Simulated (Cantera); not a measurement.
# Equilibrium for carbon deposition, reforming and gasification: CH4 + O2 + H2

Feed: 1 mol CH4, 0.9 mol O2, 32 mol H2, at 2600 K.

Equilibrium computed with Cantera from the NASA thermochemical tables; the gas is ideal and each condensed phase is pure. Candidate condensed phases: C, C6H6, C7H8, C8H18, H2O; 110 gas species. The ideal-gas law is rough above about 30 bar. The numbers say what is thermodynamically allowed, not how fast it happens.

From 10.0 Pa to 1.00e7 Pa nothing is condensed. The main C-bearing gas is CO throughout.

| P (Pa) | log p H2 | log p H | log p CO | log p H2O | log p O |
|---|---|---|---|---|---|
| 10 | -5.24 | -4.04 | -5.82 | -7.56 | -5.97 |
| 160 | -3.22 | -3.03 | -4.50 | -4.83 | -5.27 |
| 2500 | -1.73 | -2.28 | -3.20 | -3.33 | -5.25 |
| 40000 | -0.45 | -1.64 | -1.96 | -2.06 | -5.27 |
| 630000 | 0.77 | -1.03 | -0.75 | -0.85 | -5.27 |
| 10000000 | 1.98 | -0.43 | 0.45 | 0.36 | -5.28 |
log p: log10 of the partial pressure in bar; nothing condenses.
